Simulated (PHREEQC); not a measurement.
Make-up at 40 °C: 0.252 mol/kgw Mg(NO3)2. Closed to the air; pH follows from the charge balance.

The numbers come from PHREEQC with the ion-association model, phreeqc.dat.

**Question.** The ionic strength comes out as 0.756 mol/kgw. What activity coefficients do NO3-, MgOH+, H+, Mg+2 get?

**Answer.** NO3- 0.57, MgOH+ 0.69, H+ 0.75, Mg+2 0.28.

This is a speciation only: nothing precipitates in the calculation. Ionic strength above about 0.7 mol/kgw puts this run outside the model's range. Species that the database lacks are ignored. Away from 25 °C the constants follow the database's enthalpies or fits; those with neither stay at their 25 °C values.
